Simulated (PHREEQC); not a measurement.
1.1 g of hydrous ferric oxide (600 m²/g; 0.2 weak and 0.005 strong sites per Fe, Dzombak-Morel constants, diffuse double layer) in 1 kg of water with 0.1 mol/kgw of an inert sodium salt and 0.00012 mol/kgw Na2SeO4, at 25 °C; the pH is set by adding NaOH or the inert anion's acid. O2 is buffered at 0.21 atm. The system is closed to CO2. No solid was allowed to form.

The series has 13 steps of pH, from 4 to 10.

Computed with PHREEQC (ion-association model, wateq4f.dat).

Problem. Near which pH is half of the Se sorbed, and on which side is more sorbed?

Solution. Near pH 6.5, with more sorbed at lower pH.
